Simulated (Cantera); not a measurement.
Cantera run:

```python
import numpy as np
import cantera as ct

gas_names = """
    C CO CO2 C2 C2O C3 C3O2 C4 C5 Mg MgO Mg2 O O2 O3
""".split()
cond_names = """
    C(gr) Mg(cr) Mg(L) MgCO3(s) MgO(s) MgO(L)
""".split()


# ... load() reads the species with a 1 bar reference pressure and builds the phases ...
atoms = {
    'MgO': {'Mg': 1, 'O': 1},
    'CO': {'C': 1, 'O': 1},
}
top_T = {'C(gr)': 4500}  # K; cautious upper limits of use, not melting points


# ... equilibrate(T, P, feed) seeds the gas with the atoms and calls Mixture.equilibrate('TP', solver="vcs", rtol=1e-11, max_steps=5000) ...
results = []
feed = {'MgO': 1, 'CO': 13}  # mol
T = 950  # K
P = 11  # Pa
mix = equilibrate(T, P, feed)
results.append((T, P, feed, dict(zip(mix.species_names, mix.species_moles))))
print(gas.report(threshold=0.001))
for i in range(1, mix.n_phases):
    print(f"{mix.phase(i).name:16s} {mix.phase_moles(i):12.5e} mol")
```

Output:

```
       temperature   950 K
          pressure   11 Pa
           density   3.9012e-05 kg/m^3
  mean mol. weight   28.013 kg/kmol
   phase of matter   gas

                          1 kg             1 kmol
                     ---------------   ---------------
          enthalpy       -3.2321e+06       -9.0542e+07  J
   internal energy       -3.5141e+06        -9.844e+07  J
           entropy             11018        3.0866e+05  J/K
    Gibbs function         -1.37e+07       -3.8377e+08  J
 heat capacity c_p              1175             32915  J/K
 heat capacity c_v             878.2             24601  J/K

                      mass frac. Y      mole frac. X     chem. pot. / RT
                     ---------------   ---------------   ---------------
                CO           0.99971           0.99982           -48.577
     [  +14 minor]        0.00028906        0.00018399

C(gr)             2.39147e-03 mol
Mg(L)             0.00000e+00 mol
MgCO3(s)          0.00000e+00 mol
MgO(s)            1.00000e+00 mol
```

Method: chemical equilibrium by Gibbs-energy minimisation in Cantera with the NASA 1993 tables (ideal gas, pure condensed phases).
